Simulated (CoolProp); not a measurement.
Vapour-liquid equilibrium of CH2F2 (R32) (1) + R227EA (2) at 0.468 bar; x and y are mole fractions of (1).

Computed with CoolProp (multi-fluid Helmholtz-energy mixture model, Tillner-Roth 1997 and Lemmon 2016; pair parameters Bell 2016).

```json
[
 {"x": "0.05", "bubble temperature (K)": "235.3", "y at the bubble point": "0.264", "dew temperature at overall composition x (K)": "239.4", "liquid density (mol/L)": "9.814"},
 {"x": "0.2", "bubble temperature (K)": "224.1", "y at the bubble point": "0.665", "dew temperature at overall composition x (K)": "236.6", "liquid density (mol/L)": "11.10"},
 {"x": "0.35", "bubble temperature (K)": "217.6", "y at the bubble point": "0.812", "dew temperature at overall composition x (K)": "233.3", "liquid density (mol/L)": "12.53"},
 {"x": "0.5", "bubble temperature (K)": "213.8", "y at the bubble point": "0.878", "dew temperature at overall composition x (K)": "229.4", "liquid density (mol/L)": "14.22"},
 {"x": "0.65", "bubble temperature (K)": "211.4", "y at the bubble point": "0.917", "dew temperature at overall composition x (K)": "224.6", "liquid density (mol/L)": "16.31"},
 {"x": "0.8", "bubble temperature (K)": "209.7", "y at the bubble point": "0.948", "dew temperature at overall composition x (K)": "218.2", "liquid density (mol/L)": "18.98"},
 {"x": "0.95", "bubble temperature (K)": "208.0", "y at the bubble point": "0.984", "dew temperature at overall composition x (K)": "209.6", "liquid density (mol/L)": "22.56"}
]
```

No azeotrope shows between x = 0.05 and 0.95.

Pair parameters are fitted to limited data, so mixtures are less certain than the pure fluids.
